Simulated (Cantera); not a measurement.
Gas-phase reforming

An isothermal, constant-pressure homogeneous reactor starts with CH₄ : CO₂ : H₂ = 1 : 1.2 : 0.12 (molar parts), at 1748 K and 100000 Pa.

Computed with Cantera and GRI-Mech 3.0 (53 species, 325 reactions).

```json
[
 {"t (s)": "1.00e-5", "x CH₄": "0.431", "x CO₂": "0.517", "x H₂": "0.0519", "x CO": "7.04e-6", "x H₂O": "6.93e-6"},
 {"t (s)": "2.82e-5", "x CH₄": "0.430", "x CO₂": "0.517", "x H₂": "0.0522", "x CO": "3.77e-5", "x H₂O": "3.63e-5"},
 {"t (s)": "7.95e-5", "x CH₄": "0.427", "x CO₂": "0.516", "x H₂": "0.0537", "x CO": "0.000221", "x H₂O": "0.000203"},
 {"t (s)": "0.000224", "x CH₄": "0.415", "x CO₂": "0.513", "x H₂": "0.0618", "x CO": "0.00123", "x H₂O": "0.00105"},
 {"t (s)": "0.000631", "x CH₄": "0.371", "x CO₂": "0.496", "x H₂": "0.0972", "x CO": "0.00610", "x H₂O": "0.00501"},
 {"t (s)": "0.00178", "x CH₄": "0.284", "x CO₂": "0.446", "x H₂": "0.172", "x CO": "0.0239", "x H₂O": "0.0207"},
 {"t (s)": "0.00502", "x CH₄": "0.174", "x CO₂": "0.350", "x H₂": "0.237", "x CO": "0.0791", "x H₂O": "0.0717"},
 {"t (s)": "0.0141", "x CH₄": "0.0747", "x CO₂": "0.199", "x H₂": "0.235", "x CO": "0.196", "x H₂O": "0.176"},
 {"t (s)": "0.0399", "x CH₄": "0.0271", "x CO₂": "0.0942", "x H₂": "0.232", "x CO": "0.300", "x H₂O": "0.229"},
 {"t (s)": "0.112", "x CH₄": "0.0188", "x CO₂": "0.0656", "x H₂": "0.285", "x CO": "0.359", "x H₂O": "0.184"},
 {"t (s)": "0.317", "x CH₄": "0.0135", "x CO₂": "0.0423", "x H₂": "0.349", "x CO": "0.417", "x H₂O": "0.127"},
 {"t (s)": "0.893", "x CH₄": "0.00805", "x CO₂": "0.0250", "x H₂": "0.403", "x CO": "0.462", "x H₂O": "0.0786"},
 {"t (s)": "2.52", "x CH₄": "0.00380", "x CO₂": "0.0152", "x H₂": "0.437", "x CO": "0.488", "x H₂O": "0.0492"},
 {"t (s)": "7.10", "x CH₄": "0.00110", "x CO₂": "0.0114", "x H₂": "0.452", "x CO": "0.497", "x H₂O": "0.0374"},
 {"t (s)": "20.0", "x CH₄": "5.20e-5", "x CO₂": "0.0108", "x H₂": "0.455", "x CO": "0.498", "x H₂O": "0.0356"}
]
```
x: mole fraction; the columns are a selection and need not sum to one.

Equilibrium at this temperature and pressure: CH₄ 4.44e-7, CO₂ 0.0108, H₂ 0.455, CO 0.498, H₂O 0.0355 (gas phase only).
